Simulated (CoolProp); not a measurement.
Model: reference Helmholtz-energy equation of state, Schroeder 2014, in CoolProp.

**Question.** For ethanol, give the phase and the Z, cp (kJ/(kg K)), viscosity (µPa s), Prandtl number at 472.5 K and 6.61 MPa; 502 K and 6.61 MPa; 516.8 K and 6.61 MPa.

**Answer.** 
- 472.5 K and 6.61 MPa: liquid; Z 0.134, cp 4.33, viscosity 103, Prandtl number 3.24
- 502 K and 6.61 MPa: liquid; Z 0.148, cp 5.78, viscosity 68.4, Prandtl number 2.97
- 516.8 K and 6.61 MPa: supercritical; Z 0.210, cp 29.7, viscosity 38.1, Prandtl number 7.37

Viscosity comes from a separate model (Kiselev 2005). Thermal conductivity comes from a separate model (Assael 2013).
